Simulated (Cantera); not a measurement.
# Equilibrium for abatement and gas-phase synthesis: S + SO2 + H2

Feed: 1 mol S, 0.0042 mol SO2, 0.16 mol H2, at 1525 °C.

Cantera equilibrium calculation (NASA polynomials, part measured and part estimated; ideal gas, pure solids and liquids). Candidate condensed phases: H2O, H2SO4, S; 19 gas species. The ideal-gas law is rough above about 30 bar. The numbers say what is thermodynamically allowed, not how fast it happens.

| P (Pa) | log p S2 | log p H2S | log p H2 | log p S | log p SH | log p H | log p H2O |
|---|---|---|---|---|---|---|---|
| 10 | -4.17 | -6.72 | -4.68 | -5.22 | -5.78 | -5.79 | -6.42 |
| 52 | -3.43 | -5.63 | -3.95 | -4.85 | -5.05 | -5.43 | -5.50 |
| 280 | -2.69 | -4.53 | -3.23 | -4.48 | -4.32 | -5.07 | -4.62 |
| 1400 | -1.98 | -3.50 | -2.55 | -4.13 | -3.63 | -4.73 | -3.85 |
| 7600 | -1.25 | -2.45 | -1.86 | -3.76 | -2.92 | -4.38 | -3.06 |
| 40000 | -0.53 | -1.46 | -1.23 | -3.40 | -2.24 | -4.07 | -2.32 |
| 210000 | 0.19 | -0.54 | -0.67 | -3.04 | -1.60 | -3.79 | -1.58 |
| 1100000 | 0.90 | 0.31 | -0.18 | -2.68 | -1.00 | -3.54 | -0.86 |
| 5700000 | 1.62 | 1.10 | 0.26 | -2.33 | -0.43 | -3.33 | -0.17 |
| 30000000 | 2.34 | 1.86 | 0.66 | -1.97 | 0.13 | -3.12 | 0.50 |
log p: log10 of the partial pressure in bar; nothing condenses.

From 10.0 Pa to 3.00e7 Pa nothing is condensed.
